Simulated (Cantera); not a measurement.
An isothermal, constant-pressure homogeneous reactor starts with C2H6 : N2 = 1 : 190 (molar parts), at 1175 K and 510 Pa.

Cantera simulation using GRI-Mech 3.0 (53 species, 325 reactions); the numbers are that mechanism's predictions, not measurements. GRI-Mech 3.0 stops at C3 and has no aromatics, soot or wall deposition, so with more carbon than oxygen in the feed, carbon stays in small species such as C2H2 where larger ones or solid carbon would form. Radical loss at walls, strong at low pressure, is not modelled.

Predict: x(C2H6) at 70.0 s; x(C2H4) at 70.0 s; x(HCN) at 70.0 s; x(H) at 70.0 s; x(CH4) at 70.0 s; x(CH3) at 70.0 s; x(H2) at 70.0 s.


- x(C2H6) at 70.0 s: 9.82e-8 (gas-phase equilibrium 7.15e-12)
- x(C2H4) at 70.0 s: 0.00124 (gas-phase equilibrium 6.58e-7)
- x(HCN) at 70.0 s: 2.34e-8 (gas-phase equilibrium 0.00896)
- x(H) at 70.0 s: 2.37e-7 (gas-phase equilibrium 1.76e-7)
- x(CH4) at 70.0 s: 0.000818 (gas-phase equilibrium 1.06e-5)
- x(CH3) at 70.0 s: 4.51e-7 (gas-phase equilibrium 3.40e-9)
- x(H2) at 70.0 s: 0.00791 (gas-phase equilibrium 0.0103)
